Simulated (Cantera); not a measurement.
# Adiabatic ignition

An adiabatic, constant-pressure homogeneous reactor starts with 7.26 % CH₃OH, 19.4 % O₂, 73.3 % N₂, at 1725 K and 0.360 bar.

Model: GRI-Mech 3.0 (53 species, 325 reactions), integrated in Cantera. GRI-Mech 3.0 was tuned for natural gas; its chemistry of methanol as a main component is partial and can be far from experiment.

| t (s) | T (K) | x CH₃OH | x O₂ | x NO | x HO₂ | x H₂O |
|---|---|---|---|---|---|---|
| 5.00e-6 | 1725 | 0.0723 | 0.194 | 2.20e-12 | 0.000122 | 0.000135 |
| 1.28e-5 | 1725 | 0.0717 | 0.194 | 8.08e-12 | 0.000361 | 0.000401 |
| 3.27e-5 | 1727 | 0.0691 | 0.192 | 3.61e-11 | 0.00102 | 0.00179 |
| 8.36e-5 | 1778 | 0.0496 | 0.180 | 3.65e-10 | 0.00239 | 0.0170 |
| 0.000214 | 2211 | <1e-12 | 0.0854 | 1.73e-5 | 4.30e-6 | 0.101 |
| 0.000547 | 2363 | <1e-12 | 0.0839 | 0.000171 | 3.98e-6 | 0.108 |
| 0.00140 | 2517 | <1e-12 | 0.0827 | 0.000837 | 5.73e-6 | 0.116 |
| 0.00358 | 2565 | <1e-12 | 0.0814 | 0.00285 | 6.98e-6 | 0.119 |
| 0.00914 | 2562 | <1e-12 | 0.0795 | 0.00706 | 6.82e-6 | 0.119 |
| 0.0234 | 2556 | <1e-12 | 0.0771 | 0.0123 | 6.59e-6 | 0.120 |
| 0.0598 | 2555 | <1e-12 | 0.0762 | 0.0142 | 6.51e-6 | 0.120 |
| 0.153 | 2555 | <1e-12 | 0.0762 | 0.0142 | 6.51e-6 | 0.120 |
| 0.391 | 2555 | <1e-12 | 0.0762 | 0.0142 | 6.51e-6 | 0.120 |
| 1.00 | 2555 | <1e-12 | 0.0762 | 0.0142 | 6.51e-6 | 0.120 |
x: mole fraction; the columns are a selection and need not sum to one.

```json
{
  "time_of_steepest_temperature_rise": "0.140 ms",
  "temperature at 1.00 s": "2555 K",
  "equilibrium_temperature": "2555 K",
  "x(CH₃OH) at 1.00 s": "<1e-12 (gas-phase equilibrium <1e-12)",
  "x(O₂) at 1.00 s": "0.0762 (gas-phase equilibrium 0.0762)",
  "x(NO) at 1.00 s": "0.0142 (gas-phase equilibrium 0.0142)"
}
```
